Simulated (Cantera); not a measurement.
What does this Cantera script print?

```python
import numpy as np
import cantera as ct

gas_names = """
    Electron H H+ H- HO2 H2 H2+ H2- H2O H2O+ H2O2 H2S H2SO4 H3O+ O O+ O- OH OH+ OH- O2 O2+ O2- O3 S S+
    S- SH SO SO2 SO3 S2 S2O S8
""".split()
cond_names = """
    H2O(s) H2O(L) H2SO4(L) S(cr1) S(cr2) S(L)
""".split()


# ... load() reads the species with a 1 bar reference pressure and builds the phases ...
atoms = {
    'H2S': {'H': 2, 'S': 1},
    'SO2': {'S': 1, 'O': 2},
    'H2': {'H': 2},
    'H2O': {'H': 2, 'O': 1},
}
top_T = {}  # K; cautious upper limits of use, not melting points


# ... equilibrate(T, P, feed) seeds the gas with the atoms and calls Mixture.equilibrate('TP', solver="vcs", rtol=1e-11, max_steps=5000) ...
results = []
feed = {'H2S': 1, 'SO2': 0.15, 'H2': 11, 'H2O': 0.071}  # mol
P = 10000  # Pa
for T in [2000, 2250, 2500, 2750, 3000, 3250, 3500, 3750, 4000, 4250, 4500, 4750, 5000]:
    mix = equilibrate(T, P, feed)
    results.append((T, P, feed, dict(zip(mix.species_names, mix.species_moles))))
    x = sorted(zip(gas.X, gas.species_names), reverse=True)
    print(f"T = {T:g} K  P = {P:g} Pa  gas = {mix.phase_moles(0):.4g} mol")
    print("   x: " + "  ".join(f"{s} {v:.3e}" for v, s in x if v > 0.0001))
    print("   condensed (mol): " + ("  ".join(f"{mix.phase(i).name} {mix.phase_moles(i):.4g}"
          for i in range(1, mix.n_phases) if mix.phase_moles(i) > 1e-12) or "none"))
```

It prints:

```
T = 2000 K  P = 10000 Pa  gas = 12.52 mol
   x: H2 8.999e-01  H2O 2.927e-02  H2S 2.707e-02  S2 2.595e-02  SH 1.092e-02  H 4.878e-03  S 1.620e-03  SO 3.055e-04
   condensed (mol): none
T = 2250 K  P = 10000 Pa  gas = 12.75 mol
   x: H2 8.850e-01  H2O 2.785e-02  S2 2.522e-02  H 2.209e-02  SH 1.748e-02  H2S 1.433e-02  S 6.853e-03  SO 1.051e-03  OH 1.044e-04
   condensed (mol): none
T = 2500 K  P = 10000 Pa  gas = 13.22 mol
   x: H2 8.335e-01  H 7.258e-02  H2O 2.502e-02  SH 2.151e-02  S 1.884e-02  S2 1.849e-02  H2S 7.131e-03  SO 2.399e-03  OH 4.515e-04
   condensed (mol): none
T = 2750 K  P = 10000 Pa  gas = 14.22 mol
   x: H2 7.227e-01  H 1.839e-01  S 3.516e-02  H2O 2.049e-02  SH 1.979e-02  S2 9.521e-03  SO 3.770e-03  H2S 2.989e-03  OH 1.400e-03  O 2.255e-04
   condensed (mol): none
T = 3000 K  P = 10000 Pa  gas = 16.05 mol
   x: H2 5.445e-01  H 3.684e-01  S 4.640e-02  H2O 1.424e-02  SH 1.331e-02  SO 4.166e-03  S2 3.365e-03  OH 3.200e-03  O 1.327e-03  H2S 9.638e-04
   condensed (mol): none
T = 3250 K  P = 10000 Pa  gas = 18.8 mol
   x: H 5.879e-01  H2 3.354e-01  S 4.885e-02  SH 6.994e-03  H2O 6.795e-03  O 4.936e-03  OH 4.722e-03  SO 3.129e-03  S2 9.656e-04  H2S 2.408e-04
   condensed (mol): none
T = 3500 K  P = 10000 Pa  gas = 21.75 mol
   x: H 7.644e-01  H2 1.675e-01  S 4.750e-02  O 9.949e-03  OH 3.743e-03  SH 3.255e-03  H2O 1.782e-03  SO 1.487e-03  S2 2.863e-04
   condensed (mol): none
T = 3750 K  P = 10000 Pa  gas = 23.79 mol
   x: H 8.627e-01  H2 7.406e-02  S 4.610e-02  O 1.278e-02  OH 1.920e-03  SH 1.495e-03  SO 5.419e-04  H2O 3.149e-04
   condensed (mol): none
T = 4000 K  P = 10000 Pa  gas = 24.81 mol
   x: H 9.066e-01  S 4.535e-02  H2 3.235e-02  O 1.381e-02  OH 8.769e-04  SH 7.206e-04  SO 1.963e-04
   condensed (mol): none
T = 4250 K  P = 10000 Pa  gas = 25.27 mol
   x: H 9.250e-01  S 4.502e-02  H2 1.484e-02  O 1.418e-02  OH 4.107e-04  SH 3.715e-04
   condensed (mol): none
T = 4500 K  P = 10000 Pa  gas = 25.47 mol
   x: H 9.330e-01  S 4.488e-02  O 1.432e-02  H2 7.281e-03  SH 2.045e-04  OH 2.043e-04
   condensed (mol): none
T = 4750 K  P = 10000 Pa  gas = 25.56 mol
   x: H 9.366e-01  S 4.480e-02  O 1.439e-02  H2 3.819e-03  SH 1.194e-04  OH 1.083e-04
   condensed (mol): none
T = 5000 K  P = 10000 Pa  gas = 25.61 mol
   x: H 9.384e-01  S 4.473e-02  O 1.442e-02  H2 2.129e-03
   condensed (mol): none
```

Equilibrium computed with Cantera from the NASA thermochemical tables; the gas is ideal and each condensed phase is pure.
